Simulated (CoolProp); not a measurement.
Vapour-liquid equilibrium of dimethyl carbonate (1) + n-heptane (2) at 1530 kPa; x and y are mole fractions of (1).

Model: multi-fluid Helmholtz-energy mixture model, Zhou 2011 and Span 2003; pair parameters Bell 2016, in CoolProp.

| x | bubble temperature, mixture model (K) | bubble temperature, Raoult's law (K) | y, mixture model | y, Raoult's law |
|---|---|---|---|---|
| 0.05 | 495.6 | 499.2 | 0.090 | 0.068 |
| 0.15 | 487.8 | 496.8 | 0.242 | 0.197 |
| 0.25 | 482.2 | 494.6 | 0.360 | 0.316 |
| 0.35 | 478.4 | 492.4 | 0.452 | 0.427 |
| 0.45 | 475.9 | 490.4 | 0.528 | 0.531 |
| 0.55 | 474.5 | 488.4 | 0.596 | 0.628 |
| 0.65 | 473.8 | 486.5 | 0.660 | 0.719 |
| 0.75 | 474.0 | 484.7 | 0.728 | 0.805 |
| 0.85 | 475.2 | 483.0 | 0.811 | 0.887 |
| 0.95 | 478.1 | 481.3 | 0.923 | 0.963 |

The largest gap from Raoult's law is -14.5 K in bubble temperature, at x = 0.45. y crosses x between x = 0.65 and 0.75: the model has an azeotrope there.

The pair parameters rest on a limited set of measurements; away from them the model extrapolates.
